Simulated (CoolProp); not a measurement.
c-C4F8 (RC318) along the isotherm 414.7 K: fugacity coefficient from the reference equation and from simpler models built on Tc = 388.4 K, pc = 27.78 bar, ω = 0.355; each cubic takes its own stable root.

The numbers come from the reference Helmholtz-energy equation of state, Platzer 1990 in CoolProp. This equation is an older, rougher fit.

```tsv
p (bar)	phase	reference	van der Waals	Redlich-Kwong	Soave-Redlich-Kwong	Peng-Robinson
0.868	gas	0.9918	0.9921	0.9912	0.9916	0.9905
1.74	gas	0.9837	0.9842	0.9824	0.9832	0.9810
2.6	gas	0.9756	0.9764	0.9738	0.9750	0.9717
3.47	gas	0.9675	0.9685	0.9651	0.9667	0.9624
4.34	gas	0.9594	___	0.9564	0.9584	0.9531
5.21	gas	0.9513	0.9528	0.9478	___	0.9439
6.08	gas	0.9432	0.9449	0.9392	0.9420	0.9347
6.94	gas	0.9353	0.9372	0.9307	0.9339	0.9257
7.81	gas	0.9273	0.9293	0.9221	0.9257	0.9166
8.68	gas	0.9193	0.9215	0.9136	0.9176	0.9076
9.55	gas	___	0.9137	0.9051	0.9095	0.8986
10.4	gas	0.9035	0.9061	0.8969	0.9017	0.8899
11.3	gas	0.8953	0.8980	0.8882	0.8934	0.8808
12.2	gas	0.8871	0.8899	0.8795	0.8851	0.8717
13	gas	0.8798	0.8827	0.8718	___	0.8636
13.9	gas	0.8716	0.8746	0.8631	___	0.8546
```

Question: Fill in the missing entries.

Answer: 
- 4.34, van der Waals: 0.9606
- 5.21, Soave-Redlich-Kwong: 0.9502
- 9.55, reference: 0.9113
- 13, Soave-Redlich-Kwong: 0.8778
- 13.9, Soave-Redlich-Kwong: 0.8695
